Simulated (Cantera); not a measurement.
**Gas-phase reforming**

An isothermal, constant-pressure homogeneous reactor starts with CH4 : CO2 : H2 = 1 : 0.8 : 1.2 (molar parts), at 1625 K and 0.390 bar.

Model: GRI-Mech 3.0 (53 species, 325 reactions), integrated in Cantera.

```tsv
t (s)	x CH4	x CO2	x H2	x HCO	x CH2CO
5.00e-6	0.333	0.267	0.400	<1e-12	<1e-12
1.92e-5	0.333	0.267	0.400	<1e-12	<1e-12
7.39e-5	0.333	0.267	0.400	3.01e-12	<1e-12
0.000284	0.333	0.266	0.400	3.49e-10	1.08e-10
0.00109	0.331	0.265	0.400	4.40e-9	8.18e-9
0.00420	0.322	0.259	0.402	5.90e-9	1.79e-7
0.0161	0.288	0.232	0.410	5.36e-9	1.67e-6
0.0620	0.199	0.155	0.426	4.59e-9	9.21e-6
0.238	0.0792	0.0429	0.442	5.41e-9	2.59e-5
0.916	0.0286	0.0203	0.498	6.98e-9	2.24e-5
3.52	0.0187	0.0134	0.556	8.81e-9	8.94e-6
13.5	0.0112	0.00529	0.609	1.08e-8	1.89e-6
52.0	0.00716	0.000815	0.635	1.19e-8	3.14e-7
200	0.00644	4.83e-6	0.640	1.21e-8	1.61e-7
```
x: mole fraction; the columns are a selection and need not sum to one.

Equilibrium at this temperature and pressure: CH4 0.00643, CO2 3.78e-7, H2 0.640, HCO 1.21e-8, CH2CO 1.60e-7 (gas phase only).
